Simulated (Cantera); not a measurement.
## Adiabatic ignition

An adiabatic, constant-volume homogeneous reactor starts with CH₄ : O₂ : N₂ = 1 : 3.23 : 12.1 (molar parts), equivalence ratio 0.62, at 1548 K and 3.16 atm.

Model: GRI-Mech 3.0 (53 species, 325 reactions), integrated in Cantera.

| t (s) | T (K) | P (bar) | x CH₄ | x O₂ | x H₂ | x HCN | x NO₂ |
|---|---|---|---|---|---|---|---|
| 4.00e-6 | 1548 | 3.20 | 0.0612 | 0.198 | 2.72e-7 | <1e-12 | <1e-12 |
| 7.86e-6 | 1548 | 3.20 | 0.0612 | 0.198 | 6.04e-7 | <1e-12 | <1e-12 |
| 1.54e-5 | 1548 | 3.20 | 0.0612 | 0.198 | 1.49e-6 | <1e-12 | <1e-12 |
| 3.03e-5 | 1548 | 3.20 | 0.0612 | 0.198 | 4.52e-6 | <1e-12 | <1e-12 |
| 5.95e-5 | 1548 | 3.20 | 0.0610 | 0.198 | 2.00e-5 | <1e-12 | <1e-12 |
| 0.000117 | 1552 | 3.21 | 0.0602 | 0.197 | 0.000141 | <1e-12 | <1e-12 |
| 0.000230 | 1665 | 3.46 | 0.0450 | 0.184 | 0.00472 | 2.61e-10 | 2.68e-11 |
| 0.000451 | 2807 | 5.90 | <1e-12 | 0.0713 | 0.00372 | 1.49e-10 | 6.80e-6 |
| 0.000886 | 2794 | 5.87 | <1e-12 | 0.0677 | 0.00366 | 2.09e-10 | 1.40e-5 |
| 0.00174 | 2788 | 5.86 | <1e-12 | 0.0659 | 0.00364 | 2.34e-10 | 1.73e-5 |
| 0.00342 | 2787 | 5.85 | <1e-12 | 0.0656 | 0.00363 | 2.37e-10 | 1.78e-5 |
| 0.00672 | 2787 | 5.85 | <1e-12 | 0.0656 | 0.00363 | 2.37e-10 | 1.78e-5 |
| 0.0132 | 2787 | 5.85 | <1e-12 | 0.0656 | 0.00363 | 2.37e-10 | 1.78e-5 |
| 0.0259 | 2787 | 5.85 | <1e-12 | 0.0656 | 0.00363 | 2.37e-10 | 1.78e-5 |
| 0.0509 | 2787 | 5.85 | <1e-12 | 0.0656 | 0.00363 | 2.37e-10 | 1.78e-5 |
| 0.100 | 2787 | 5.85 | <1e-12 | 0.0656 | 0.00363 | 2.37e-10 | 1.78e-5 |
x: mole fraction; the columns are a selection and need not sum to one.

```yaml
time_of_steepest_temperature_rise: 0.243 ms
temperature at 0.100 s: 2787 K
equilibrium_temperature: 2787 K
x(CH₄) at 0.100 s: <1e-12 (gas-phase equilibrium <1e-12)
x(O₂) at 0.100 s: 0.0656 (gas-phase equilibrium 0.0656)
x(H₂) at 0.100 s: 0.00363 (gas-phase equilibrium 0.00363)
```
